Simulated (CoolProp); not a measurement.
Vapour-liquid equilibrium of carbon dioxide (1) + R227EA (2) at -40.55 °C; x and y are mole fractions of (1).

Model: multi-fluid Helmholtz-energy mixture model, Span 1996 and Lemmon 2016; pair parameters Bell 2016, in CoolProp.

Give the bubble pressure and the first vapour's composition at x = 0.275, 0.575, 0.725. Is there an azeotrope?

x = 0.275: 0.2828 MPa, y = 0.911; x = 0.575: 0.5549 MPa, y = 0.969; x = 0.725: 0.6957 MPa, y = 0.983. No azeotrope shows between x = 0.05 and 0.95.

Pair parameters are fitted to limited data, so mixtures are less certain than the pure fluids.
